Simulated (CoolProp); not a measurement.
Vapour-liquid equilibrium of p-xylene (1) + n-undecane (2) at 424.7 K; x and y are mole fractions of (1).

Model: multi-fluid Helmholtz-energy mixture model, Zhou 2012 and Aleksandrov 2011; pair parameters Bell 2016, in CoolProp.

Problem. Give the bubble pressure and the first vapour's composition at x = 0.05, 0.2, 0.425. Is there an azeotrope?

Solution. x = 0.05: 34.85 kPa, y = 0.186; x = 0.2: 50.61 kPa, y = 0.522; x = 0.425: 75.24 kPa, y = 0.765. No azeotrope shows between x = 0.05 and 0.95.

The pair parameters rest on a limited set of measurements; away from them the model extrapolates.
